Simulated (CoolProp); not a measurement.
Isohexane along the isotherm 258.05 °C: Z from the reference equation and from simpler models built on Tc = 224.6 °C, pc = 3043 kPa, ω = 0.280; each cubic takes its own stable root.

Computed with CoolProp (reference Helmholtz-energy equation of state, Lemmon 2006). It is a short technical equation, of lower accuracy than the large ones.

```json
[
 {"p (kPa)": "2540", "phase": "gas", "reference": "0.7195", "Redlich-Kwong": "0.7185", "Soave-Redlich-Kwong": "0.7341", "Peng-Robinson": "0.7087"},
 {"p (kPa)": "5070", "phase": "supercritical", "reference": "0.3455", "Redlich-Kwong": "0.3780", "Soave-Redlich-Kwong": "0.4142", "Peng-Robinson": "0.3846"},
 {"p (kPa)": "7610", "phase": "supercritical", "reference": "0.3963", "Redlich-Kwong": "0.4416", "Soave-Redlich-Kwong": "0.4591", "Peng-Robinson": "0.4185"},
 {"p (kPa)": "10100", "phase": "supercritical", "reference": "0.4825", "Redlich-Kwong": "0.5287", "Soave-Redlich-Kwong": "0.5428", "Peng-Robinson": "0.4922"},
 {"p (kPa)": "12700", "phase": "supercritical", "reference": "0.5749", "Redlich-Kwong": "0.6210", "Soave-Redlich-Kwong": "0.6337", "Peng-Robinson": "0.5732"},
 {"p (kPa)": "15200", "phase": "supercritical", "reference": "0.6630", "Redlich-Kwong": "0.7088", "Soave-Redlich-Kwong": "0.7207", "Peng-Robinson": "0.6511"},
 {"p (kPa)": "17700", "phase": "supercritical", "reference": "0.7501", "Redlich-Kwong": "0.7951", "Soave-Redlich-Kwong": "0.8065", "Peng-Robinson": "0.7281"},
 {"p (kPa)": "20300", "phase": "supercritical", "reference": "[?]", "Redlich-Kwong": "0.8835", "Soave-Redlich-Kwong": "0.8945", "Peng-Robinson": "0.8071"},
 {"p (kPa)": "22800", "phase": "supercritical", "reference": "0.9240", "Redlich-Kwong": "0.9672", "Soave-Redlich-Kwong": "[?]", "Peng-Robinson": "0.8822"},
 {"p (kPa)": "25400", "phase": "supercritical", "reference": "1.011", "Redlich-Kwong": "1.053", "Soave-Redlich-Kwong": "1.063", "Peng-Robinson": "0.9593"},
 {"p (kPa)": "27900", "phase": "supercritical", "reference": "1.094", "Redlich-Kwong": "[?]", "Soave-Redlich-Kwong": "1.145", "Peng-Robinson": "1.033"},
 {"p (kPa)": "30400", "phase": "supercritical", "reference": "[?]", "Redlich-Kwong": "1.215", "Soave-Redlich-Kwong": "1.225", "Peng-Robinson": "1.105"}
]
```

### Question
Some entries are withheld; supply them.

### Answer

- 20300, reference: 0.8394
- 22800, Soave-Redlich-Kwong: 0.9779
- 27900, Redlich-Kwong: 1.135
- 30400, reference: 1.175
